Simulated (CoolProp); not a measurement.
Vapour-liquid equilibrium of cis-2-butene (1) + methanol (2) at 127.15 °C; x and y are mole fractions of (1).

Values from CoolProp's multi-fluid Helmholtz-energy mixture model, Lemmon 2005 and de Reuck 1993; pair parameters Bell 2016.

| x | bubble pressure, mixture model (bar) | bubble pressure, Raoult's law (bar) | y, mixture model | y, Raoult's law |
|---|---|---|---|---|
| 0.05 | 11.44 | 8.588 | 0.313 | 0.137 |
| 0.15 | 17.14 | 10.16 | 0.547 | 0.348 |
| 0.25 | 20.66 | 11.74 | 0.631 | 0.502 |
| 0.35 | 22.52 | 13.32 | 0.670 | 0.619 |
| 0.45 | 23.48 | 14.89 | 0.692 | 0.712 |
| 0.55 | 24.13 | 16.47 | 0.711 | 0.787 |
| 0.65 | 24.70 | 18.04 | 0.737 | 0.849 |
| 0.75 | 25.15 | 19.62 | 0.777 | 0.901 |
| 0.85 | 25.20 | 21.19 | 0.838 | 0.945 |
| 0.95 | 24.43 | 22.77 | 0.933 | 0.983 |

The largest gap from Raoult's law is +76.0 % in bubble pressure, at x = 0.25. y crosses x between x = 0.75 and 0.85: the model has an azeotrope there.

Pair parameters are fitted to limited data, so mixtures are less certain than the pure fluids. With so large a gap from Raoult's law the liquid may split in two, which this calculation doesn't test in full.
